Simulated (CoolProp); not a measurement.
C2F6 (R116) at 389.2 K and 0.125 MPa flows at 3 m/s in a round tube of 12.7 mm bore and 15 µm roughness, fully developed (64/Re and Nu = 3.66 if laminar; Colebrook and Gnielinski if turbulent). Each further row changes one setting.

The numbers come from the reference Helmholtz-energy equation of state, Lemmon 2006 in CoolProp. It is a short technical equation, of lower accuracy than the large ones.

```tsv
case	Reynolds number	Darcy friction factor	pressure drop (Pa/m)	heat-transfer coefficient (W/(m² K))	mass flow (kg/h)
as stated	11300	0.0318	60.4	61.1	7.33
velocity 6 m/s	22500	0.0277	210	110	14.7
diameter 25.4 mm	22500	0.0265	25.1	52.6	29.3
```

Viscosity comes from a separate model (Huber 2003), an estimate that may be off by 10 % or more. Thermal conductivity comes from a separate model (Huber 2003), an estimate that may be off by 10 % or more.
